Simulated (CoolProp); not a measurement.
Properties of R1123 along the isotherm 363.9 K (Tc = 331.7 K, pc = 4549 kPa, ω = 0.243).

Values from CoolProp's reference Helmholtz-energy equation of state, Akasaka 2020.

```
p (kPa)          phase       Z  cv (kJ/(kg K))  speed of sound (m/s)
-------  -------------  ------  --------------  --------------------
63.2               gas  0.9965          0.8462                 202.7
112                gas  0.9937          0.8467                 202.3
200                gas  0.9887          0.8477                 201.5
356                gas  0.9799          0.8495                 200.2
632                gas  0.9640          0.8528                 197.8
1120               gas  0.9351          0.8590                 193.5
2000               gas  0.8807          0.8715                 185.3
3560               gas  0.7744          0.8995                 170.1
6320     supercritical  0.5399          0.9786                 145.0
11200    supercritical  0.4168          0.9527                 240.1
20000    supercritical  0.6041          0.9275                 377.6
```
